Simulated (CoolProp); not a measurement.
Properties of tetradecamethylhexasiloxane (MD4M) along the isotherm 333.25 °C (Tc = 380.0 °C, pc = 8.286 bar, ω = 0.800).

Model: reference Helmholtz-energy equation of state, Thol 2019, in CoolProp.

```json
[
 {"p (bar)": "1.55", "phase": "gas", "Z": "0.8920", "cv (kJ/(kg K))": "2.052", "speed of sound (m/s)": "93.83", "Joule-Thomson coefficient (K/MPa)": "___", "expansivity (1/kK)": "2.557", "fugacity coefficient": "___"},
 {"p (bar)": "3.11", "phase": "gas", "Z": "0.7596", "cv (kJ/(kg K))": "2.066", "speed of sound (m/s)": "78.68", "Joule-Thomson coefficient (K/MPa)": "22.02", "expansivity (1/kK)": "4.546", "fugacity coefficient": "0.8042"},
 {"p (bar)": "4.66", "phase": "liquid", "Z": "0.08153", "cv (kJ/(kg K))": "2.092", "speed of sound (m/s)": "171.8", "Joule-Thomson coefficient (K/MPa)": "1.404", "expansivity (1/kK)": "4.557", "fugacity coefficient": "0.6534"},
 {"p (bar)": "6.21", "phase": "liquid", "Z": "0.1075", "cv (kJ/(kg K))": "2.091", "speed of sound (m/s)": "182.0", "Joule-Thomson coefficient (K/MPa)": "1.206", "expansivity (1/kK)": "4.154", "fugacity coefficient": "0.5037"},
 {"p (bar)": "7.77", "phase": "liquid", "Z": "0.1332", "cv (kJ/(kg K))": "2.091", "speed of sound (m/s)": "191.3", "Joule-Thomson coefficient (K/MPa)": "1.051", "expansivity (1/kK)": "3.838", "fugacity coefficient": "0.4136"},
 {"p (bar)": "9.32", "phase": "liquid", "Z": "0.1584", "cv (kJ/(kg K))": "2.090", "speed of sound (m/s)": "200.0", "Joule-Thomson coefficient (K/MPa)": "0.9265", "expansivity (1/kK)": "3.586", "fugacity coefficient": "0.3540"},
 {"p (bar)": "10.9", "phase": "liquid", "Z": "0.1838", "cv (kJ/(kg K))": "2.090", "speed of sound (m/s)": "208.1", "Joule-Thomson coefficient (K/MPa)": "0.8220", "expansivity (1/kK)": "3.373", "fugacity coefficient": "0.3109"},
 {"p (bar)": "12.4", "phase": "liquid", "Z": "0.2076", "cv (kJ/(kg K))": "2.090", "speed of sound (m/s)": "___", "Joule-Thomson coefficient (K/MPa)": "0.7382", "expansivity (1/kK)": "___", "fugacity coefficient": "0.2803"}
]
```

Q: Fill in the missing entries.

A: 
- 1.55, Joule-Thomson coefficient (K/MPa): 16.69
- 1.55, fugacity coefficient: 0.9014
- 12.4, speed of sound (m/s): 215.5
- 12.4, expansivity (1/kK): 3.202
